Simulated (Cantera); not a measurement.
Charge: 1 mol BN, 0.57 mol H2, equilibrated at 2625 °C and 75.0 Torr.

Method: chemical equilibrium by Gibbs-energy minimisation in Cantera with the NASA 1993 tables (ideal gas, pure condensed phases). The tables' values for BH2 are old estimates; treat these amounts as uncertain. Equilibrium is a limit: real reactors are often held back by kinetics, nucleation or transport.

```tsv
species	before	after
N2	0.406	0.434
H2	0.352	0.427
H	0.214	0.129
B	0.0230	0.00625
B2	1.65e-5	2.65e-6
N	1.42e-5	4.12e-6
BN	0.000997	0.000353
BH	0.00101	0.000417
BH2	0.00339	0.00288
B(l), mol	0.965	0.989
```
Gas species are given as mole fractions.

Problem. Name the change that produced these shifts.
A) temperature from 2625 °C to 1802 °C
B) temperature from 2625 °C to 2152 °C
C) temperature from 2625 °C to 2077 °C
D) temperature from 2625 °C to 2452 °C

Solution. D, temperature from 2625 °C to 2452 °C
